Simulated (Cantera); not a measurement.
**Ta2O5 + C + CO (carbothermic reduction)**

Input: 1 mol Ta2O5, 2.2 mol C, 0.011 mol CO, at 13.3 mbar.

Equilibrium computed with Cantera from the NASA thermochemical tables; the gas is ideal and each condensed phase is pure. Candidate condensed phases: C, Ta, TaC, Ta2O5; 15 gas species. Mutual solubility and eutectic melting of coexisting phases are not modelled. TaC: taken at fixed stoichiometry. Condensed phases not in the tables: Ta2C. Kinetics and transport are ignored.

From 1023 K to 1123 K the condensed part is C(graphite) + Ta2O5(s). From 1223 K to 2023 K the condensed part is TaC(s) + Ta2O5(s).

```csv
T (K),x CO,x CO2,x TaO2,x TaO,x O,n C(graphite),n Ta2O5(s),n TaC(s)
1023,0.995,0.00472,<1e-12,<1e-12,<1e-12,2.20,1.00,0
1123,0.999,0.000804,<1e-12,<1e-12,<1e-12,2.20,1.00,0
1223,0.999,0.000624,<1e-12,<1e-12,<1e-12,0,0.686,0.629
1323,0.999,0.000616,<1e-12,<1e-12,<1e-12,0,0.686,0.629
1423,0.999,0.000609,8.99e-12,<1e-12,<1e-12,0,0.686,0.629
1523,0.999,0.000603,3.38e-10,5.02e-12,1.72e-12,0,0.686,0.629
1623,0.999,0.000599,8.02e-9,2.07e-10,2.30e-11,0,0.686,0.629
1723,0.999,0.000595,1.30e-7,5.51e-9,2.27e-10,0,0.686,0.629
1823,0.999,0.000593,1.54e-6,1.01e-7,1.75e-9,0,0.686,0.629
1923,0.999,0.000591,1.39e-5,1.36e-6,1.09e-8,0,0.686,0.629
2023,0.999,0.000589,0.000100,1.41e-5,5.64e-8,0,0.686,0.629
```
x: gas mole fraction; n: condensed amount in mol.
